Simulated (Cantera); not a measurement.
A perfectly stirred reactor is fed with C2H4 : H2 = 1 : 1 (molar parts), at 0.133 bar; it is held at 1425 K, and followed from long to short residence time.

Cantera simulation using GRI-Mech 3.0 (53 species, 325 reactions); the numbers are that mechanism's predictions, not measurements. GRI-Mech 3.0 was tuned for natural gas; its chemistry of ethylene as a main component is partial and can be far from experiment. GRI-Mech 3.0 stops at C3 and has no aromatics, soot or wall deposition, so with more carbon than oxygen in the feed, carbon stays in small species such as C2H2 where larger ones or solid carbon would form.

Q: What does this change do: pressure from 0.133 bar to 1.01 bar?

A: 
| quantity | before | after |
|---|---|---|
| x(C2H4) at τ = 0.820 s | 0.0455 | 0.0889 |
| x(H2) at τ = 0.820 s | 0.644 | 0.511 |
| x(CH4) at τ = 0.820 s | 0.00881 | 0.150 |
| x(CH2) at τ = 0.820 s | 2.35e-10 | 7.41e-10 |
| x(CH3) at τ = 0.820 s | 5.96e-6 | 5.40e-5 |
| x(C2H4) at τ = 29.0 ms | 0.351 | 0.180 |
| x(H2) at τ = 29.0 ms | 0.548 | 0.569 |
| x(CH4) at τ = 29.0 ms | 0.00140 | 0.0443 |
| x(CH2) at τ = 29.0 ms | 6.31e-10 | 1.29e-9 |
| x(CH3) at τ = 29.0 ms | 1.50e-6 | 3.59e-5 |
